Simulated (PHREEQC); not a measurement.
Dissolve 0.12 mol/kgw CuCl2 and 0.075 mol/kgw HCl at 25 °C. Closed to the air; pH follows from the charge balance.

Equilibrium calculation in PHREEQC: ion-association model, phreeqc.dat.

Each row changes one thing in this solution. No solid was allowed to form.

```
case                                            pH  ionic strength (mol/kgw)  Cl- (mol/kgw)
--------------------------------------------  ----  ------------------------  -------------
as made                                       1.24                     0.390          0.292
HCl from 0.075 to 0.112 mol/kgw               1.06                     0.423            ___
0.0037 mol/kgw NaAlO2 added                   1.33                     0.401          0.292
CuCl2 replaced by CdCl2 at the same molality  1.22                       ___          0.176
CuCl2 from 0.12 to 0.108 mol/kgw              1.24                     0.360            ___
HCl from 0.075 to 0.0825 mol/kgw              1.20                     0.397          0.299
0.22 mol/kgw H2SO4 added                       ___                     0.640            ___
CuCl2 from 0.12 to 0.18 mol/kgw               1.24                     0.534          0.393
```

### Question
Some entries are withheld; supply them.

### Answer

- HCl from 0.075 to 0.112 mol/kgw, Cl- (mol/kgw): 0.327
- CuCl2 replaced by CdCl2 at the same molality, ionic strength (mol/kgw): 0.194
- CuCl2 from 0.12 to 0.108 mol/kgw, Cl- (mol/kgw): 0.271
- 0.22 mol/kgw H2SO4 added, pH: 0.59
- 0.22 mol/kgw H2SO4 added, Cl- (mol/kgw): 0.297
